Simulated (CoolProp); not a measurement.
Computed with CoolProp (reference Helmholtz-energy equation of state, Lemmon 2016).

Problem. Give the vapour pressure (kPa), liquid density (kg/m³), enthalpy of vaporisation (kJ/kg), vapour Z of saturated R365MFC at 349.6 K.

Solution. 
| T (K) | p (kPa) | liquid density (kg/m³) | enthalpy of vaporisation (kJ/kg) | vapour Z |
|---|---|---|---|---|
| 349.6 | 319 | 1140 | 169 | 0.898 |
